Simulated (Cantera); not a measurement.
A diamond (100) surface in a fixed gas of H2 with x(CH4) = 0.0038, x(H) = 0.0032, at 1125 K, 2800 Pa; coverages are run to steady state.

Model: the Harris–Goodwin 1993 mechanism for the reconstructed diamond (100) surface, integrated in Cantera.

θ: site fractions in the mechanism's names (c6HH fully hydrogenated, c6H* and c6*H radical sites, c6** diradical, c6HM methylated).

```json
[
 {"x(CH3)": "1e-06", "growth (µm/h)": "___", "θ c6HH": "0.496", "θ c6H*": "0.0303", "θ c6*H": "0.454", "θ c6**": "0.0201", "θ c6HM": "3.76e-5"},
 {"x(CH3)": "2.5e-06", "growth (µm/h)": "___", "θ c6HH": "0.496", "θ c6H*": "0.0303", "θ c6*H": "0.454", "θ c6**": "0.0201", "θ c6HM": "9.39e-5"},
 {"x(CH3)": "6.5e-06", "growth (µm/h)": "___", "θ c6HH": "0.496", "θ c6H*": "0.0303", "θ c6*H": "0.454", "θ c6**": "0.0200", "θ c6HM": "0.000244"},
 {"x(CH3)": "1.6e-05", "growth (µm/h)": "___", "θ c6HH": "0.495", "θ c6H*": "0.0303", "θ c6*H": "0.453", "θ c6**": "0.0200", "θ c6HM": "0.000600"},
 {"x(CH3)": "4.2e-05", "growth (µm/h)": "___", "θ c6HH": "0.495", "θ c6H*": "0.0303", "θ c6*H": "0.453", "θ c6**": "0.0200", "θ c6HM": "0.00157"},
 {"x(CH3)": "0.00011", "growth (µm/h)": "___", "θ c6HH": "0.493", "θ c6H*": "0.0301", "θ c6*H": "0.451", "θ c6**": "0.0198", "θ c6HM": "0.00409"},
 {"x(CH3)": "0.00027", "growth (µm/h)": "___", "θ c6HH": "0.488", "θ c6H*": "0.0298", "θ c6*H": "0.446", "θ c6**": "0.0194", "θ c6HM": "0.00991"},
 {"x(CH3)": "0.00069", "growth (µm/h)": "___", "θ c6HH": "0.478", "θ c6H*": "0.0291", "θ c6*H": "0.436", "θ c6**": "0.0183", "θ c6HM": "0.0244"},
 {"x(CH3)": "0.0017", "growth (µm/h)": "___", "θ c6HH": "0.454", "θ c6H*": "0.0276", "θ c6*H": "0.412", "θ c6**": "0.0162", "θ c6HM": "0.0557"}
]
```

Fill in the missing entries.


- 1e-06, growth (µm/h): 0.00935
- 2.5e-06, growth (µm/h): 0.0234
- 6.5e-06, growth (µm/h): 0.0608
- 1.6e-05, growth (µm/h): 0.149
- 4.2e-05, growth (µm/h): 0.391
- 0.00011, growth (µm/h): 1.02
- 0.00027, growth (µm/h): 2.46
- 0.00069, growth (µm/h): 6.06
- 0.0017, growth (µm/h): 13.7
